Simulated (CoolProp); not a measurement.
Vapour-liquid equilibrium of R22 (1) + R152A (2) at 2.25 kPa; x and y are mole fractions of (1).

The numbers come from the multi-fluid Helmholtz-energy mixture model, Kamei 1995 and Outcalt 1996; pair parameters Bell 2016 in CoolProp.

| x | bubble temperature (K) | y at the bubble point | dew temperature at overall composition x (K) | liquid density (mol/L) |
|---|---|---|---|---|
| 0.05 | 186.7 | 0.117 | 187.2 | 17.19 |
| 0.15 | 185.1 | 0.314 | 186.4 | 17.29 |
| 0.25 | 183.6 | 0.474 | 185.6 | 17.39 |
| 0.35 | 182.1 | 0.605 | 184.8 | 17.49 |
| 0.45 | 180.7 | 0.712 | 183.8 | 17.59 |
| 0.55 | 179.4 | 0.798 | 182.8 | 17.69 |
| 0.65 | 178.1 | 0.867 | 181.6 | 17.80 |
| 0.75 | 176.9 | 0.920 | 180.2 | 17.90 |
| 0.85 | 175.8 | 0.960 | 178.5 | 17.99 |
| 0.95 | 174.8 | 0.989 | 176.1 | 18.09 |

No azeotrope shows between x = 0.05 and 0.95.

The pair parameters rest on a limited set of measurements; away from them the model extrapolates.
